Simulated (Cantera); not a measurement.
An isothermal, constant-pressure homogeneous reactor starts with 4.36 % CH4, 94.8 % H2, 0.853 % N2, at 1575 K and 7900 Pa.

Computed with Cantera and GRI-Mech 3.0 (53 species, 325 reactions). GRI-Mech 3.0 stops at C3 and has no aromatics, soot or wall deposition, so with more carbon than oxygen in the feed, carbon stays in small species such as C2H2 where larger ones or solid carbon would form.

Problem. Predict: x(CH4) at 2.00 s; x(H2) at 2.00 s; x(CH3) at 2.00 s; x(C2H6) at 2.00 s.

Solution. 
- x(CH4) at 2.00 s = 0.0281 (gas-phase equilibrium 0.00378)
- x(H2) at 2.00 s = 0.956 (gas-phase equilibrium 0.969)
- x(CH3) at 2.00 s = 7.85e-5 (gas-phase equilibrium 1.16e-5)
- x(C2H6) at 2.00 s = 1.63e-6 (gas-phase equilibrium 6.63e-8)
